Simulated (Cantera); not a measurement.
A freely propagating, adiabatic, planar premixed flame of H₂ : O₂ : N₂ = 1 : 0.833 : 2.67 (molar parts), equivalence ratio 0.60, unburnt at 375 K and 760 Torr; mixture-averaged transport, grid criteria slope 0.08 and curve 0.16, no radiation.

Model: the H2/O2 subset of GRI-Mech 3.0, which has no nitrogen chemistry, integrated in Cantera. Burning velocities carry a grid error of a few per cent, more on coarse grids. Lean hydrogen flames are cellular in practice and burn faster than this planar one.

Task: Predict: laminar burning velocity; thermal thickness; peak x(OH); peak x(HO₂); peak x(H).

Result: laminar burning velocity: 181 cm/s
thermal thickness: 0.339 mm
peak x(OH): 0.0112
peak x(HO₂): 0.000444
peak x(H): 0.0152
